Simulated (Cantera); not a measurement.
An isothermal, constant-pressure homogeneous reactor starts with 12.8 % NH₃, 87.2 % H₂, at 1675 K and 750 Torr.

Detailed kinetics in Cantera: the gas-phase N/H chemistry of the illustrative SiF4/NH3 mechanism in the Surface Chemkin manual (1991). Walls and surfaces, which speed up NH3 decomposition in real reactors, are not modelled.

One state of this run: x NH₃ = 0.0638; x H₂ = 0.908; x N₂H₂ = 8.24e-9; x NH = 1.21e-7; x N₂H₄ = 3.44e-9. x: mole fraction; the columns are a selection and need not sum to one.

Which value of t (s) does it belong to?
(A) 7.97
(B) 0.503
(C) 0.0798
(D) 0.00201

A, 7.97
